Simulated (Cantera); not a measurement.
A closed system holds: 1 mol BN, 0.34 mol H2O, at 13300 Pa.

Method: chemical equilibrium by Gibbs-energy minimisation in Cantera with the NASA 1993 tables (ideal gas, pure condensed phases). Candidate condensed phases: B, BN, B2O3, B3O3H3, H2O; 39 gas species. Mutual solubility and eutectic melting of coexisting phases are not modelled. The tables' values for BH2 are old estimates; treat these amounts as uncertain. Gases not in the tables: H3BO3. The numbers say what is thermodynamically allowed, not how fast it happens.

x: gas mole fraction; n: condensed amount in mol.

```tsv
T (K)	x H2	x N2	x HBO	x B2O3	x B2O2	x HBO2	x BO	n BN(s)	n B2O3(l)
750	0.748	0.249	<1e-12	<1e-12	<1e-12	2.93e-9	<1e-12	0.774	0.113
850	0.748	0.249	?	<1e-12	<1e-12	?	<1e-12	0.774	0.113
950	0.748	0.249	8.75e-10	2.01e-12	<1e-12	1.16e-6	<1e-12	0.774	0.113
1050	0.748	0.249	3.00e-8	2.45e-10	<1e-12	9.29e-6	<1e-12	0.774	0.113
1150	0.748	0.249	?	?	?	?	?	0.774	0.113
1250	0.748	0.249	6.22e-6	3.31e-7	8.72e-10	0.000206	3.77e-10	0.774	0.113
1350	0.748	0.249	4.86e-5	5.27e-6	3.71e-8	0.000672	1.21e-8	0.774	0.113
1450	0.747	0.249	0.000284	5.64e-5	9.25e-7	0.00183	2.39e-7	0.774	0.112
1550	0.744	0.248	0.00131	0.000437	1.51e-5	0.00434	3.18e-6	0.774	0.111
1650	0.735	0.247	0.00496	0.00261	0.000173	0.00914	3.07e-5	0.774	0.108
1750	0.708	0.242	0.0159	0.0126	0.00149	0.0173	0.000227	0.774	0.0988
1850	0.634	0.229	0.0432	0.0505	0.0103	0.0289	0.00135	0.768	0.0668
1950	0.508	0.214	0.0856	0.110	0.0424	0.0314	0.00574	0.745	0
2050	0.473	0.224	0.116	0.0767	0.0725	0.0182	0.0146	0.720	0
```

What belongs in the gaps?


- 1150, x HBO: 5.49e-7
- 1150, x B2O3: 1.25e-8
- 1150, x B2O2: 1.05e-11
- 1150, x HBO2: 5.06e-5
- 1150, x BO: 6.31e-12
- 850, x HBO: 1.08e-11
- 850, x HBO2: 8.50e-8
